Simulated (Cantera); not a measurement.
CO2 + SO2 + N2 + O2 (abatement and gas-phase synthesis)

Feed: 1 mol CO2, 0.13 mol SO2, 6.2 mol N2, 0.092 mol O2, held at 10000 Pa.

These are equilibrium values from Cantera (NASA tables, ideal gas, pure condensed phases), not measurements of a reactor. Candidate condensed phases: C, S; 35 gas species. Equilibrium is a limit: real reactors are often held back by kinetics, nucleation or transport.

```tsv
T (°C)	log p N2	log p O	log p CO	log p O2	log p CO2	log p NO
2602	-1.12	-2.37	-2.01	-2.46	-2.56	-2.79
2652	-1.12	-2.30	-2.00	-2.48	-2.64	-2.77
2702	-1.12	-2.24	-1.98	-2.51	-2.72	-2.76
2752	-1.13	-2.18	-1.97	-2.54	-2.80	-2.75
2802	-1.13	-2.13	-1.96	-2.58	-2.89	-2.75
2852	-1.13	-2.08	-1.96	-2.63	-2.98	-2.75
2902	-1.13	-2.04	-1.95	-2.68	-3.08	-2.75
2952	-1.14	-2.00	-1.95	-2.74	-3.17	-2.76
3002	-1.14	-1.97	-1.95	-2.80	-3.27	-2.77
3052	-1.14	-1.95	-1.94	-2.87	-3.36	-2.78
3102	-1.14	-1.92	-1.94	-2.95	-3.46	-2.80
```
log p: log10 of the partial pressure in bar; nothing condenses.

From 2602 °C to 3102 °C nothing is condensed. The main C-bearing gas is CO throughout.
